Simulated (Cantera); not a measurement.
Mixture: H₂ : O₂ : N₂ = 1 : 0.98 : 4.8 (molar parts), equivalence ratio 0.51, at 1.01 bar, adiabatic and at constant pressure. Ignition delay is the time to a rise of 400 K.

Computed with Cantera and the H2/O2 subset of GRI-Mech 3.0, which has no nitrogen chemistry. Where the delays flatten at high temperature, the 400 K rule measures the pace of heat release, not the induction time.

Task: What does this change do: pressure from 1.01 bar to 13.0 bar?

Result: 
```
quantity          before     after
---------------  -------  --------
delay at 1200 K  64.0 µs  0.132 ms
delay at 1300 K  45.0 µs   7.11 µs
delay at 1400 K  37.2 µs   2.66 µs
delay at 1500 K  34.6 µs   1.61 µs
```
The hydrogen kinetics of GRI-Mech 3.0 are dated; newer H2 mechanisms differ, most at raised pressure. The pressure lies above the range GRI-Mech 3.0 was tuned for (to about 10 atm).

Task: What does this change do: pressure from 1.01 bar to 33.0 bar?

Result: 
```tsv
quantity	before	after
delay at 1200 K	64.0 µs	0.174 ms
delay at 1300 K	45.0 µs	31.3 µs
delay at 1400 K	37.2 µs	4.43 µs
delay at 1500 K	34.6 µs	1.03 µs
```
The hydrogen kinetics of GRI-Mech 3.0 are dated; newer H2 mechanisms differ, most at raised pressure. The pressure lies above the range GRI-Mech 3.0 was tuned for (to about 10 atm).
